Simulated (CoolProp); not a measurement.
Model: reference Helmholtz-energy equation of state, Lemmon 2003, in CoolProp. It is a pseudo-pure fit of the blend.

For R407C, give the phase and the speed of sound (m/s) at 51.15 °C and 1.16 MPa; 163.75 °C and 0.0301 MPa.


- 51.15 °C and 1.16 MPa: gas; speed of sound 167
- 163.75 °C and 0.0301 MPa: gas; speed of sound 215
